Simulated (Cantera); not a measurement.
# Equilibrium for silicon carbide growth: CH3SiH3 + CH4 + H2

A closed system holds: 1 mol CH3SiH3, 0.036 mol CH4, 22 mol H2, at 31000 Pa.

Method: chemical equilibrium by Gibbs-energy minimisation in Cantera with the NASA 1993 tables (ideal gas, pure condensed phases). Candidate condensed phases: C, C6H6, C7H8, C8H18, Si, SiC; 87 gas species. The feed counts by its element totals alone. Kinetics and transport are ignored.

From 1448 K to 1898 K the condensed part is C(graphite) + SiC(s).

```csv
T (K),x H2,x H,x CH4,x C2H2 (acetylene),x CH3,n C(graphite),n SiC(s)
1448,0.999,1.65e-5,0.00103,4.75e-6,3.45e-7,0.00987,1.00
1498,0.999,3.09e-5,0.000803,8.80e-6,5.02e-7,0.0154,1.00
1548,0.999,5.53e-5,0.000635,1.57e-5,7.14e-7,0.0192,1.000
1598,0.999,9.56e-5,0.000510,2.69e-5,9.92e-7,0.0218,1.000
1648,0.999,0.000160,0.000415,4.47e-5,1.35e-6,0.0233,1.000
1698,0.999,0.000260,0.000342,7.20e-5,1.81e-6,0.0237,1.000
1748,0.999,0.000410,0.000285,0.000113,2.37e-6,0.0231,1.000
1798,0.999,0.000632,0.000240,0.000172,3.07e-6,0.0212,1.000
1848,0.999,0.000952,0.000204,0.000257,3.91e-6,0.0179,1.000
1898,0.998,0.00140,0.000175,0.000375,4.92e-6,0.0127,1.000
```
x: gas mole fraction; n: condensed amount in mol.
